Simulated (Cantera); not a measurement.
Adiabatic ignition

An adiabatic, constant-volume homogeneous reactor starts with CH4 : C2H6 : C3H8 : O2 : N2 : H2 = 1 : 0.074 : 0.068 : 1.53 : 5.75 : 0.069 (molar parts), at 1600 K and 750 Torr.

Model: GRI-Mech 3.0 (53 species, 325 reactions), integrated in Cantera.

```json
[
 {"t (s)": "1.00e-6", "T (K)": "1599", "P (bar)": "0.999", "x CH4": "0.118", "x C2H6": "0.00868", "x C3H8": "0.00793", "x H2": "0.00814", "x N2O": "3.93e-12", "x NO2": "<1e-12"},
 {"t (s)": "2.42e-6", "T (K)": "1597", "P (bar)": "0.999", "x CH4": "0.118", "x C2H6": "0.00863", "x C3H8": "0.00780", "x H2": "0.00820", "x N2O": "3.55e-11", "x NO2": "<1e-12"},
 {"t (s)": "5.88e-6", "T (K)": "1594", "P (bar)": "0.997", "x CH4": "0.117", "x C2H6": "0.00847", "x C3H8": "0.00747", "x H2": "0.00840", "x N2O": "2.40e-10", "x NO2": "<1e-12"},
 {"t (s)": "1.43e-5", "T (K)": "1591", "P (bar)": "0.997", "x CH4": "0.116", "x C2H6": "0.00812", "x C3H8": "0.00655", "x H2": "0.00923", "x N2O": "9.69e-10", "x NO2": "<1e-12"},
 {"t (s)": "3.46e-5", "T (K)": "1608", "P (bar)": "1.01", "x CH4": "0.111", "x C2H6": "0.00751", "x C3H8": "0.00416", "x H2": "0.0130", "x N2O": "3.46e-9", "x NO2": "1.94e-12"},
 {"t (s)": "8.38e-5", "T (K)": "2640", "P (bar)": "1.88", "x CH4": "0.00413", "x C2H6": "3.70e-6", "x C3H8": "6.21e-9", "x H2": "0.0956", "x N2O": "5.99e-8", "x NO2": "8.78e-10"},
 {"t (s)": "0.000203", "T (K)": "2920", "P (bar)": "2.12", "x CH4": "3.23e-12", "x C2H6": "<1e-12", "x C3H8": "<1e-12", "x H2": "0.104", "x N2O": "1.39e-7", "x NO2": "5.63e-8"},
 {"t (s)": "0.000492", "T (K)": "2914", "P (bar)": "2.12", "x CH4": "3.27e-12", "x C2H6": "<1e-12", "x C3H8": "<1e-12", "x H2": "0.105", "x N2O": "1.53e-7", "x NO2": "1.07e-7"},
 {"t (s)": "0.00119", "T (K)": "2912", "P (bar)": "2.12", "x CH4": "3.32e-12", "x C2H6": "<1e-12", "x C3H8": "<1e-12", "x H2": "0.105", "x N2O": "1.65e-7", "x NO2": "1.34e-7"},
 {"t (s)": "0.00289", "T (K)": "2912", "P (bar)": "2.12", "x CH4": "3.33e-12", "x C2H6": "<1e-12", "x C3H8": "<1e-12", "x H2": "0.105", "x N2O": "1.66e-7", "x NO2": "1.36e-7"},
 {"t (s)": "0.00702", "T (K)": "2912", "P (bar)": "2.12", "x CH4": "3.33e-12", "x C2H6": "<1e-12", "x C3H8": "<1e-12", "x H2": "0.105", "x N2O": "1.66e-7", "x NO2": "1.36e-7"},
 {"t (s)": "0.0170", "T (K)": "2912", "P (bar)": "2.12", "x CH4": "3.33e-12", "x C2H6": "<1e-12", "x C3H8": "<1e-12", "x H2": "0.105", "x N2O": "1.66e-7", "x NO2": "1.36e-7"},
 {"t (s)": "0.0412", "T (K)": "2912", "P (bar)": "2.12", "x CH4": "3.33e-12", "x C2H6": "<1e-12", "x C3H8": "<1e-12", "x H2": "0.105", "x N2O": "1.66e-7", "x NO2": "1.36e-7"},
 {"t (s)": "0.100", "T (K)": "2912", "P (bar)": "2.12", "x CH4": "3.33e-12", "x C2H6": "<1e-12", "x C3H8": "<1e-12", "x H2": "0.105", "x N2O": "1.66e-7", "x NO2": "1.36e-7"}
]
```
x: mole fraction; the columns are a selection and need not sum to one.

| Item | Result |
|---|---|
| time of steepest temperature rise | 83.7 µs |
| temperature at 0.100 s | 2912 K |
| equilibrium temperature | 2912 K |
| x(CH4) at 0.100 s | 3.33e-12 (gas-phase equilibrium 3.85e-12) |
| x(C2H6) at 0.100 s | <1e-12 (gas-phase equilibrium <1e-12) |
| x(C3H8) at 0.100 s | <1e-12 (gas-phase equilibrium <1e-12) |
